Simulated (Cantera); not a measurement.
**Hydrocarbon pyrolysis for carbon deposition**

An isothermal, constant-pressure homogeneous reactor starts with CH₄ : N₂ = 1 : 17 (molar parts), at 1800 K and 100.0 Torr.

Detailed kinetics in Cantera: GRI-Mech 3.0 (53 species, 325 reactions). GRI-Mech 3.0 stops at C3 and has no aromatics, soot or wall deposition, so with more carbon than oxygen in the feed, carbon stays in small species such as C2H2 where larger ones or solid carbon would form.

| t (s) | x CH₄ | x C₂H₄ | x CH₂ | x C₂H | x H₂ |
|---|---|---|---|---|---|
| 3.00e-5 | 0.0555 | 1.57e-9 | 6.09e-10 | <1e-12 | 8.96e-6 |
| 0.000120 | 0.0555 | 1.51e-7 | 7.83e-9 | <1e-12 | 3.96e-5 |
| 0.000482 | 0.0552 | 1.05e-5 | 9.94e-8 | 6.57e-12 | 0.000182 |
| 0.00193 | 0.0530 | 0.000555 | 1.06e-6 | 3.38e-9 | 0.00196 |
| 0.00775 | 0.0314 | 0.00243 | 2.55e-6 | 2.00e-7 | 0.0306 |
| 0.0311 | 0.00929 | 0.000159 | 1.19e-6 | 4.92e-7 | 0.0650 |
| 0.124 | 0.00172 | 1.23e-5 | 3.75e-7 | 7.05e-7 | 0.0763 |
| 0.499 | 0.000316 | 6.58e-6 | 8.50e-8 | 7.91e-7 | 0.0783 |
| 2.00 | 7.08e-5 | 6.41e-6 | 1.98e-8 | 8.07e-7 | 0.0787 |
x: mole fraction; the columns are a selection and need not sum to one.

Equilibrium at this temperature and pressure: CH₄ 1.24e-5, C₂H₄ 1.30e-6, CH₂ 3.48e-9, C₂H 1.64e-7, H₂ 0.0788 (gas phase only).
